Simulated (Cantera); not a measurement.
A perfectly stirred reactor is fed with C2H6 : N2 = 1.3 : 62 (molar parts), at 1.50 bar; it is held at 2023 K, and followed from long to short residence time.

Cantera simulation using GRI-Mech 3.0 (53 species, 325 reactions); the numbers are that mechanism's predictions, not measurements. GRI-Mech 3.0 stops at C3 and has no aromatics, soot or wall deposition, so with more carbon than oxygen in the feed, carbon stays in small species such as C2H2 where larger ones or solid carbon would form.

x: mole fraction; the columns are a selection and need not sum to one.

| τ (s) | x C2H6 | x C2H4 | x C2H2 | x CH2 | x H | x HCN | x H2 |
|---|---|---|---|---|---|---|---|
| 0.56 | 1.18e-7 | 7.18e-6 | 0.0187 | 4.48e-7 | 0.000315 | 0.00182 | 0.0388 |
| 0.24 | 2.74e-7 | 8.23e-6 | 0.0188 | 6.92e-7 | 0.000320 | 0.00128 | 0.0386 |
| 0.11 | 5.94e-7 | 1.03e-5 | 0.0189 | 1.03e-6 | 0.000325 | 0.000914 | 0.0383 |
| 0.046 | (withheld) | (withheld) | 0.0189 | (withheld) | 0.000336 | (withheld) | 0.0378 |
| 0.020 | (withheld) | (withheld) | 0.0188 | (withheld) | 0.000351 | (withheld) | 0.0372 |
| 0.0086 | 7.19e-6 | 4.86e-5 | 0.0185 | 3.89e-6 | 0.000376 | 0.000316 | 0.0364 |
| 0.0037 | 1.61e-5 | 9.49e-5 | 0.0182 | 6.08e-6 | 0.000412 | 0.000234 | 0.0354 |
| 0.0016 | 3.53e-5 | 0.000185 | 0.0177 | 9.47e-6 | 0.000462 | 0.000179 | 0.0342 |
| 0.00070 | 7.59e-5 | 0.000354 | 0.0171 | 1.45e-5 | 0.000528 | 0.000138 | 0.0328 |

Task: What belongs in the gaps?

Result: 
- 0.046, x C2H6: 1.41e-6
- 0.046, x C2H4: 1.53e-5
- 0.046, x CH2: 1.62e-6
- 0.046, x HCN: 0.000624
- 0.020, x C2H6: 3.18e-6
- 0.020, x C2H4: 2.59e-5
- 0.020, x CH2: 2.50e-6
- 0.020, x HCN: 0.000439
